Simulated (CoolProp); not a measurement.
Aqueous potassium acetate as a coolant, 31 % by mass, freezing at -24.7 °C, 1 atm.

Values from CoolProp's Melinder's fits for secondary coolants.

| T (°C) | conductivity (W/(m K)) | viscosity (mPa s) | Prandtl number | density (kg/m³) |
|---|---|---|---|---|
| -17.8 | 0.450 | 9.29 | 64.5 | 1178 |
| -9.5 | 0.460 | 6.31 | 43.1 | 1175 |
| -1.2 | 0.470 | 4.53 | 30.4 | 1172 |
| 7.1 | 0.481 | 3.41 | 22.5 | 1169 |
| 15.4 | 0.491 | 2.68 | 17.4 | 1165 |
| 23.7 | 0.502 | 2.17 | 13.9 | 1162 |
| 32 | 0.512 | 1.79 | 11.3 | 1158 |
